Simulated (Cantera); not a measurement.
Cantera run, input and output.

```python
import numpy as np
import cantera as ct

surf = ct.Interface("ptcombust.yaml", "Pt_surf")
gas = surf.adjacent["gas"]
gas.TPX = 300, 3900, {'H2': 0.031, 'O2': 0.15, 'N2': 0.79}
jet = ct.ImpingingJet(gas=gas, width=0.063, surface=surf)
jet.inlet.mdot, jet.inlet.T, jet.inlet.X = 0.16, 300, {'H2': 0.031, 'O2': 0.15, 'N2': 0.79}
jet.set_refine_criteria(ratio=10, slope=0.2, curve=0.3)
show, cover = ['H2', 'O2', 'H2O', 'OH'], ["PT(S)", "H(S)", "O(S)", "OH(S)", "CO(S)", "C(S)"]

rows = []
print(f"{'Ts/K':>7s}" + "".join(f"{s:>11s}" for s in show + cover) + "   (gas at the wall, coverages)")
for i, Ts in enumerate([500, 550, 600, 650, 700, 750, 800]):
    jet.surface.T = Ts
    if i == 0:
        surf.TP = Ts, 3900
        surf.coverages = "PT(S):0.5, O(S):0.5"
        surf.advance_coverages(1.0)
        jet.set_initial_guess(products="inlet")
    jet.solve(loglevel=0, auto=(i == 0))
    rows.append([*(jet.X[gas.species_index(s), -1] for s in show), *surf[cover].coverages])
    print(f"{Ts:7g}" + "".join(f"{x:11.3e}" for x in rows[-1]))
```

It prints:

```
   Ts/K         H2         O2        H2O         OH      PT(S)       H(S)       O(S)      OH(S)      CO(S)       C(S)   (gas at the wall, coverages)
    500  6.327e-03  1.265e-01  5.107e-02  2.041e-15  7.329e-02  1.702e-09  9.116e-01  1.508e-02  6.204e-19  1.353e-26
    550  6.301e-03  1.266e-01  5.069e-02  7.775e-14  7.744e-02  1.692e-09  9.139e-01  8.614e-03  8.124e-17  8.468e-28
    600  6.281e-03  1.267e-01  5.037e-02  1.600e-12  8.138e-02  2.126e-09  9.133e-01  5.362e-03  2.501e-17  5.770e-28
    650  6.251e-03  1.268e-01  5.010e-02  2.050e-11  8.539e-02  3.153e-09  9.110e-01  3.572e-03  6.547e-17  1.390e-26
    700  6.120e-03  1.267e-01  5.008e-02  1.806e-10  9.119e-02  5.146e-09  9.063e-01  2.547e-03  1.000e-18  1.941e-26
    750  5.611e-03  1.262e-01  5.079e-02  1.154e-09  1.052e-01  9.564e-09  8.928e-01  1.982e-03 -1.567e-19  1.693e-25
    800  4.637e-03  1.253e-01  5.242e-02  5.529e-09  1.364e-01  2.104e-08  8.619e-01  1.689e-03  1.904e-17  7.637e-26
```

Model: Deutschmann's 1995 Pt surface mechanism with GRI-Mech 3.0 gas chemistry, integrated in Cantera. Catalytic surfaces can have several steady states; this one follows from the mechanism file's or the stated starting coverage.
